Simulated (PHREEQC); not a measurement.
**Leach liquor**

Dissolve 0.028 mol H2SO4, 0.001 mol Li2SO4 and 0.13 mol MgSO4 per kg of water at 60 °C. Closed to the air; pH follows from the charge balance.

Equilibrium calculation in PHREEQC: ion-association model, phreeqc.dat.

This is a speciation only: nothing precipitates in the calculation.

Task: Estimate the pH.

Result: pH 1.90.

Task: In which forms is S present?

Result: MgSO4 51 %, HSO4- 25 %, SO4-2 24 % of the S.

Constants without temperature data keep their 25 °C values here.
